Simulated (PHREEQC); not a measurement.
Dissolve 0.027 mol CaCl2, 0.0014 mol Na2HPO4 and 0.015 mol KCl per kg of water at 20 °C. Closed to the air; pH follows from the charge balance.

The numbers come from PHREEQC with the ion-association model, wateq4f.dat.

No solid was allowed to form.

Q: Estimate the pH.

A: pH 7.63.

Q: In which forms is Ca present?

A: Ca+2 97 %, CaHPO4 2.9 % of the Ca.

The solution is supersaturated, for example in Hydroxyapatite, so a real one may precipitate; this is no full list. H3PO4, which wateq4f.dat lacks, is added to it with the constant of phreeqc.dat.
